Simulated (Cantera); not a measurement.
Charge: 1 mol V, 0.41 mol NH3, equilibrated at 1.33 mbar.

Cantera equilibrium calculation (NASA polynomials, part measured and part estimated; ideal gas, pure solids and liquids). Candidate condensed phases: V, VN; 11 gas species. Mutual solubility and eutectic melting of coexisting phases are not modelled. VN: taken at fixed stoichiometry. Condensed phases not in the tables: V2N, N, O or C dissolved in the metal. The numbers say what is thermodynamically allowed, not how fast it happens.

x: gas mole fraction; n: condensed amount in mol.

```
T (K)   x H2      x N2       x H       x V      x VN     x NH3  n V(s)  n VN(s)
-----  -----  --------  --------  --------  --------  --------  ------  -------
1098   1.000   1.40e-9   6.77e-7    <1e-12    <1e-12  1.60e-11   0.590    0.410
1173   1.000   2.74e-8   3.23e-6    <1e-12    <1e-12  4.80e-11   0.590    0.410
1248   1.000   3.74e-7   1.28e-5  1.70e-11    <1e-12  1.26e-10   0.590    0.410
1323   1.000   3.77e-6   4.34e-5  2.79e-10    <1e-12  2.93e-10   0.590    0.410
1398   1.000   2.95e-5  0.000130   3.37e-9    <1e-12  6.23e-10   0.590    0.410
1473   0.999  0.000186  0.000346   3.15e-8    <1e-12   1.22e-9   0.590    0.410
1548   0.998         …         …         …    <1e-12         …   0.591    0.409
1623   0.994   0.00441   0.00189   1.47e-6  5.54e-12   3.86e-9   0.595    0.405
1698   0.979    0.0173   0.00392   7.75e-6  5.82e-11   6.21e-9   0.612    0.388
1773   0.932    0.0603   0.00752   3.54e-5  4.99e-10   9.11e-9   0.669    0.331
1848       …         …         …         …         …         …       …        …
1923   0.730     0.247    0.0220  0.000514   1.47e-8   9.50e-9   1.000        0
```

Task: Some entries are withheld; supply them.

Result: 
- 1548, x N2: 0.000981
- 1548, x H: 0.000843
- 1548, x V: 2.36e-7
- 1548, x NH3: 2.24e-9
- 1848, x H2: 0.797
- 1848, x N2: 0.190
- 1848, x H: 0.0130
- 1848, x V: 0.000143
- 1848, x VN: 3.57e-9
- 1848, x NH3: 1.09e-8
- 1848, n V(s): 0.880
- 1848, n VN(s): 0.120
